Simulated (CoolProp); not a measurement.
Vapour-liquid equilibrium of R125 (1) + ethanol (2) at 0.0843 MPa; x and y are mole fractions of (1).

The numbers come from the multi-fluid Helmholtz-energy mixture model, Lemmon 2005 and Schroeder 2014; pair parameters Bell 2016 in CoolProp.

Task: Give the bubble temperature and the first vapour's composition at x = 0.35, 0.65, 0.95. Is there an azeotrope?

Result: x = 0.35: 230.7 K, y = 1.000; x = 0.65: 225.8 K, y = 1.000; x = 0.95: 222.3 K, y = 1.000. No azeotrope shows between x = 0.05 and 0.95.

Pair parameters are fitted to limited data, so mixtures are less certain than the pure fluids. With so large a gap from Raoult's law the liquid may split in two, which this calculation doesn't test in full.
